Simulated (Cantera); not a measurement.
Equilibrium for silicon carbide growth: Si(CH3)4 + C2H4 + H2

Charge: 1 mol Si(CH3)4, 0.67 mol C2H4, 1 mol H2, equilibrated at 1.00 Torr.

Method: chemical equilibrium by Gibbs-energy minimisation in Cantera with the NASA 1993 tables (ideal gas, pure condensed phases). Candidate condensed phases: C, C6H6, C7H8, C8H18, Si, SiC; 87 gas species. Gases not in the tables: Si2H6 and higher silanes. Kinetics and transport are ignored.

From 1100 K to 2200 K the condensed part is C(graphite) + SiC(s). At 2300 K the condensed part is C(graphite).

```
T (K)   x H2       x H      x Si    x SiC2  n C(graphite)  n SiC(s)
-----  -----  --------  --------  --------  -------------  --------
1100   1.000   7.08e-7    <1e-12    <1e-12           4.34      1.00
1200   1.000   5.40e-6  1.75e-12    <1e-12           4.34      1.00
1300   1.000   3.03e-5  9.61e-11    <1e-12           4.34      1.00
1400   1.000  0.000133   2.96e-9  2.06e-12           4.34      1.00
1500   1.000  0.000482   5.75e-8  1.01e-10           4.34     1.000
1600   0.998   0.00149   7.69e-7   2.99e-9           4.34     1.000
1700   0.996   0.00403   7.55e-6   5.92e-8           4.34     1.000
1800   0.990   0.00976   5.74e-5   8.36e-7           4.34     0.999
1900   0.978    0.0215  0.000351   8.89e-6           4.34     0.997
2000   0.954    0.0435   0.00179   7.41e-5           4.34     0.983
2100   0.909    0.0813   0.00780  0.000503           4.39     0.920
2200   0.823     0.140    0.0297   0.00285           4.57     0.659
2300   0.686     0.220    0.0751    0.0104           5.01         0
```
x: gas mole fraction; n: condensed amount in mol.
